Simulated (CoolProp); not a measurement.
The numbers come from the reference Helmholtz-energy equation of state, Tillner-Roth 1994 in CoolProp.

Problem. For R134a, give the phase and the cv (kJ/(kg K)), expansivity (1/kK), viscosity (µPa s), conductivity (mW/(m K)) at 283.7 K and 5910 kPa; 344.3 K and 5910 kPa.

Solution. 
- 283.7 K and 5910 kPa: liquid; cv 0.891, expansivity 2.48, viscosity 253, conductivity 90.9
- 344.3 K and 5910 kPa: liquid; cv 0.974, expansivity 4.70, viscosity 122, conductivity 66.6

Viscosity comes from a separate model (Huber 2003), an estimate that may be off by 10 % or more. Thermal conductivity comes from a separate model (McLinden 2000), an estimate that may be off by 10 % or more.
